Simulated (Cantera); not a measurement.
## Adiabatic ignition

An adiabatic, constant-volume homogeneous reactor starts with 12.1 % CO, 14.5 % H2, 14.3 % O2, 53.9 % N2, 5.21 % CO2, at 1700 K and 101000 Pa.

Detailed kinetics in Cantera: GRI-Mech 3.0 (53 species, 325 reactions).

| t (s) | T (K) | P (bar) | x CO | x H2 | x O2 | x HO2 | x CO2 |
|---|---|---|---|---|---|---|---|
| 2.00e-6 | 1700 | 1.01 | 0.121 | 0.145 | 0.143 | 2.04e-6 | 0.0521 |
| 5.35e-6 | 1701 | 1.01 | 0.121 | 0.144 | 0.142 | 1.34e-5 | 0.0521 |
| 1.43e-5 | 1923 | 1.13 | 0.103 | 0.0214 | 0.0633 | 1.91e-5 | 0.0717 |
| 3.82e-5 | 2344 | 1.34 | 0.0952 | 0.0200 | 0.0556 | 1.04e-5 | 0.0847 |
| 0.000102 | 2755 | 1.54 | 0.0851 | 0.0148 | 0.0488 | 1.04e-5 | 0.0999 |
| 0.000273 | 2865 | 1.59 | 0.0800 | 0.0132 | 0.0449 | 1.29e-5 | 0.106 |
| 0.000731 | 2859 | 1.58 | 0.0801 | 0.0133 | 0.0425 | 1.23e-5 | 0.107 |
| 0.00196 | 2854 | 1.58 | 0.0801 | 0.0134 | 0.0406 | 1.17e-5 | 0.107 |
| 0.00523 | 2853 | 1.58 | 0.0801 | 0.0134 | 0.0404 | 1.17e-5 | 0.107 |
| 0.0140 | 2853 | 1.58 | 0.0801 | 0.0134 | 0.0404 | 1.17e-5 | 0.107 |
| 0.0374 | 2853 | 1.58 | 0.0801 | 0.0134 | 0.0404 | 1.17e-5 | 0.107 |
| 0.100 | 2853 | 1.58 | 0.0801 | 0.0134 | 0.0404 | 1.17e-5 | 0.107 |
x: mole fraction; the columns are a selection and need not sum to one.

- time of steepest temperature rise = 9.53 µs
- temperature at 0.100 s = 2853 K
- equilibrium temperature = 2853 K
- x(CO) at 0.100 s = 0.0801 (gas-phase equilibrium 0.0801)
- x(H2) at 0.100 s = 0.0134 (gas-phase equilibrium 0.0134)
- x(O2) at 0.100 s = 0.0404 (gas-phase equilibrium 0.0404)
